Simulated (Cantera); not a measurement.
A closed system holds: 1 mol Cu2O, 0.79 mol CO, equilibrated at 1175 °C and 1 atm.

Cantera equilibrium calculation (NASA polynomials, part measured and part estimated; ideal gas, pure solids and liquids). Candidate condensed phases: C, Cu, CuO, Cu2O; 15 gas species. Mutual solubility and eutectic melting of coexisting phases are not modelled. Equilibrium is a limit: real reactors are often held back by kinetics, nucleation or transport.

Base state: CO2 1.000, CO 0.000378, O2 3.29e-5 (mole fractions); condensed: Cu(l) + Cu2O(s).

**Question.** What changes in the equilibrium state with this change: Cu2O replaced by Fe3O4?

**Answer.** 
```csv
species,before,after
CO2,1.000,0.951
CO,0.000378,0.0487
O2,3.29e-5,1.79e-9
"Cu(l), mol",1.58,0
"Cu2O(s), mol",0.210,0
"FeO(s), mol",0,2.25
"Fe3O4(s), mol",0,0.249
```
The tables' stoichiometric FeO is somewhat more stable than real wüstite, so its field is too wide. FeO: taken at fixed stoichiometry. Further candidate phases: Fe, Fe(CO)5, FeO, Fe2O3, Fe3O4.
